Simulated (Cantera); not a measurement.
Input: 1 mol Mg(OH)2, 0.86 mol CO2, 8.5 mol H2O, held at 1000 Pa.

Method: chemical equilibrium by Gibbs-energy minimisation in Cantera with the NASA 1993 tables (ideal gas, pure condensed phases). Candidate condensed phases: C, C6H6, C7H8, C8H18, H2O, Mg, MgCO3, MgO, Mg(OH)2; 116 gas species. Equilibrium is a limit: real reactors are often held back by kinetics, nucleation or transport.

Problem. At 1148 K, list the 3 most abundant gas species with their mole fractions, and the condensed phases.

Solution. H2O 0.917, CO2 0.0830, H2 1.38e-5. Condensed: MgO(s).
